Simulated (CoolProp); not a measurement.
Vapour-liquid equilibrium of ethane (1) + CHF3 (R23) (2) at 211.3 K; x and y are mole fractions of (1).

Values from CoolProp's multi-fluid Helmholtz-energy mixture model, Bücker 2006 and Penoncello 2003; pair parameters Bell 2016.

Question: Give the bubble pressure and the first vapour's composition at x = 0.35, 0.5, 0.95. Is there an azeotrope?

Answer: x = 0.35: 0.5309 MPa, y = 0.522; x = 0.5: 0.5343 MPa, y = 0.535; x = 0.95: 0.4175 MPa, y = 0.818. y crosses x between x = 0.5 and 0.65: the model has an azeotrope there.

Pair parameters are fitted to limited data, so mixtures are less certain than the pure fluids. With so large a gap from Raoult's law the liquid may split in two, which this calculation doesn't test in full.
